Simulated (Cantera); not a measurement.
An adiabatic, constant-pressure homogeneous reactor starts with 8.64 % CH₄, 19.2 % O₂, 72.2 % N₂, at 1500 K and 0.480 bar.

Cantera simulation using GRI-Mech 3.0 (53 species, 325 reactions); the numbers are that mechanism's predictions, not measurements.

Question: Predict: time of steepest temperature rise; temperature at 0.900 s; equilibrium temperature; x(O₂) at 0.900 s; x(OH) at 0.900 s; x(CO) at 0.900 s; x(H) at 0.900 s.

Answer: 
| Quantity | Value |
|---|---|
| time of steepest temperature rise | 2.00 ms |
| temperature at 0.900 s | 2653 K |
| equilibrium temperature | 2653 K |
| x(O₂) at 0.900 s | 0.0299 (gas-phase equilibrium 0.0299) |
| x(OH) at 0.900 s | 0.0197 (gas-phase equilibrium 0.0197) |
| x(CO) at 0.900 s | 0.0331 (gas-phase equilibrium 0.0331) |
| x(H) at 0.900 s | 0.00813 (gas-phase equilibrium 0.00813) |
